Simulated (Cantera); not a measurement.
A perfectly stirred reactor is fed with 3.46 % CH4, 1.00 % C2H6, 0.159 % C3H8, 20.0 % O2, 75.4 % N2, at 1.01 bar; it is adiabatic with a 725 K inlet, and is followed from long to short residence time, starting on the burning branch (τ in s: 0.15, 0.057, 0.021, 0.0078, 0.0029, 0.0011, 0.0004, 0.00015, 5.5e-05, 2e-05).

Model: GRI-Mech 3.0 (53 species, 325 reactions), integrated in Cantera.

Predict: blow-out, bracketed by the residence times tried; x(CH4) at τ = 0.150 s; x(C2H6) at τ = 0.150 s; x(C3H8) at τ = 0.150 s; x(CH2) at τ = 0.150 s; x(C2H2) at τ = 0.150 s; x(CH4) at τ = 1.10 ms; x(C2H6) at τ = 1.10 ms; x(C3H8) at τ = 1.10 ms; x(CH2) at τ = 1.10 ms; x(C2H2) at τ = 1.10 ms.

blow-out, bracketed by the residence times tried: burning at 0.150 ms, out at 55.0 µs
x(CH4) at τ = 0.150 s: 2.59e-6
x(C2H6) at τ = 0.150 s: 1.39e-7
x(C3H8) at τ = 0.150 s: 2.14e-8
x(CH2) at τ = 0.150 s: 2.01e-8
x(C2H2) at τ = 0.150 s: 3.28e-7
x(CH4) at τ = 1.10 ms: 7.31e-5
x(C2H6) at τ = 1.10 ms: 5.35e-6
x(C3H8) at τ = 1.10 ms: 8.05e-7
x(CH2) at τ = 1.10 ms: 9.29e-7
x(C2H2) at τ = 1.10 ms: 1.36e-6
